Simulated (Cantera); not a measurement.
A closed system holds: 1 mol CHF3, 1.2 mol F2, 15 mol H2, at 2802 °C.

Cantera equilibrium calculation (NASA polynomials, part measured and part estimated; ideal gas, pure solids and liquids). Candidate condensed phases: C, C6H6, C7H8, C8H18; 95 gas species. Kinetics and transport are ignored.

Task: At 13.0 Pa, list the 4 most abundant gas species with their mole fractions, and the condensed phases.

Result: H 0.820, F 0.109, HF 0.0419, C 0.0257. Condensed: gas only.
